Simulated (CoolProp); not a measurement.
A simple Rankine cycle with ammonia: condensing at 301.15 K, boiler at 3.49 MPa, turbine inlet 360.5 K, turbine efficiency 0.8, pump efficiency 0.6, no recuperator. Each further row changes one setting.

The numbers come from the reference Helmholtz-energy equation of state, Gao 2020 in CoolProp.

```json
[
 {"case": "as stated", "thermal efficiency (%)": "9.2", "net work (kJ/kg)": "111", "heat in (kJ/kg)": "1210", "turbine exit temperature (K)": "301.1", "volume ratio over the turbine": "2.79"},
 {"case": "turbine inlet 380.5 K", "thermal efficiency (%)": "9.5", "net work (kJ/kg)": "122", "heat in (kJ/kg)": "1280", "turbine exit temperature (K)": "302.7", "volume ratio over the turbine": "2.65"},
 {"case": "condensing temperature 293.15 K", "thermal efficiency (%)": "10.8", "net work (kJ/kg)": "134", "heat in (kJ/kg)": "1250", "turbine exit temperature (K)": "293.1", "volume ratio over the turbine": "3.51"},
 {"case": "boiler pressure 2.44 MPa", "thermal efficiency (%)": "6.8", "net work (kJ/kg)": "85.7", "heat in (kJ/kg)": "1260", "turbine exit temperature (K)": "308.1", "volume ratio over the turbine": "1.95"},
 {"case": "turbine efficiency 0.7", "thermal efficiency (%)": "8.0", "net work (kJ/kg)": "96.6", "heat in (kJ/kg)": "1210", "turbine exit temperature (K)": "301.1", "volume ratio over the turbine": "2.83"}
]
```

The expansion ends wet for: as stated; condensing temperature 293.15 K; turbine efficiency 0.7.
